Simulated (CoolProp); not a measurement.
Chlorine at 293.15 K and 15.4 MPa is throttled through a valve to 6.05 MPa with no heat exchange. Each further row changes one setting.

The numbers come from the reference Helmholtz-energy equation of state, Thol 2021 in CoolProp.

```json
[
 {"case": "as stated", "temperature change (K)": "+2.8", "final density (kg/m³)": "1410"},
 {"case": "outlet pressure 1.81 MPa", "temperature change (K)": "+3.9", "final density (kg/m³)": "1400"},
 {"case": "outlet pressure 7.87 MPa", "temperature change (K)": "+2.3", "final density (kg/m³)": "1420"}
]
```
